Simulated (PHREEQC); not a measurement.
Solution (15 °C): 0.0015 mol/kgw NH3 and 0.038 mol/kgw K2CO3. Closed to the air; pH follows from the charge balance.

Equilibrium calculation in PHREEQC: ion-association model, wateq4f.dat.

| quantity | before | after |
|---|---|---|
| pH | 11.45 | 10.61 |
| ionic strength (mol/kgw) | 0.112 | 0.109 |
| NH4+ (mol/kgw) | 2.45e-5 | 9.24e-6 |

Question: What was changed between the two runs?
A. K2CO3 left out
B. NH3 from 0.0015 to 0.003 mol/kgw
C. temperature from 15 to 60 °C
D. diluted 10-fold with water
E. NH3 from 0.0015 to 0.00225 mol/kgw

Answer: C, temperature from 15 to 60 °C

No solid was allowed to form. At this temperature some constants are extrapolated from 25 °C, and those without enthalpy data are left unchanged.
